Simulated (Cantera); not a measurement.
Charge: 1 mol C2H4, 61 mol H2.

Equilibrium computed with Cantera from the NASA thermochemical tables; the gas is ideal and each condensed phase is pure. Candidate condensed phases: C, C6H6, C7H8, C8H18; 76 gas species. The ideal-gas law is rough above about 30 bar. Equilibrium is a limit: real reactors are often held back by kinetics, nucleation or transport.

**Question.** What condenses at these points (T in K, P in Pa): (1925, 10000000); (1125, 520); (2925, 190000); (2725, 10); (2325, 3700)?

**Answer.** 
| T (K) | P in Pa | condensed phases | C condensed (%) |
|---|---|---|---|
| 1925 | 10000000 | gas only | 0.0 |
| 1125 | 520 | C | 99.5 |
| 2925 | 190000 | gas only | 0.0 |
| 2725 | 10 | gas only | 0.0 |
| 2325 | 3700 | C | 69.9 |
